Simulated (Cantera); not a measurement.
A perfectly stirred reactor is fed with CH₂O : O₂ : N₂ = 0.0038 : 0.002 : 1 (molar parts), at 8.90 bar; it is held at 1050 K, and followed from long to short residence time.

Cantera simulation using GRI-Mech 3.0 (53 species, 325 reactions); the numbers are that mechanism's predictions, not measurements.

Task: What does this change do: pressure from 8.90 bar to 1.00 bar?

Result: 
| quantity | before | after |
|---|---|---|
| x(CH₂O) at τ = 1.20 s | 3.01e-5 | 6.62e-7 |
| x(O₂) at τ = 1.20 s | 0.000278 | 2.69e-5 |
| x(HCN) at τ = 1.20 s | <1e-12 | 7.34e-9 |
| x(H₂O) at τ = 1.20 s | 0.00232 | 0.00231 |
| x(C₂H₆) at τ = 1.20 s | <1e-12 | 1.10e-11 |
| x(CH₂O) at τ = 32.0 ms | 0.000317 | 1.22e-5 |
| x(O₂) at τ = 32.0 ms | 0.00110 | 0.000409 |
| x(HCN) at τ = 32.0 ms | <1e-12 | 2.48e-9 |
| x(H₂O) at τ = 32.0 ms | 0.00149 | 0.00234 |
| x(C₂H₆) at τ = 32.0 ms | <1e-12 | 1.38e-11 |

Task: What does this change do: temperature 1050 to 1275 K?

Result: 
```tsv
quantity	before	after
x(CH₂O) at τ = 1.20 s	3.01e-5	2.94e-7
x(O₂) at τ = 1.20 s	0.000278	5.07e-6
x(HCN) at τ = 1.20 s	<1e-12	2.87e-9
x(H₂O) at τ = 1.20 s	0.00232	0.00229
x(C₂H₆) at τ = 1.20 s	<1e-12	<1e-12
x(CH₂O) at τ = 32.0 ms	0.000317	2.14e-6
x(O₂) at τ = 32.0 ms	0.00110	3.70e-5
x(HCN) at τ = 32.0 ms	<1e-12	1.58e-8
x(H₂O) at τ = 32.0 ms	0.00149	0.00249
x(C₂H₆) at τ = 32.0 ms	<1e-12	5.99e-12
```
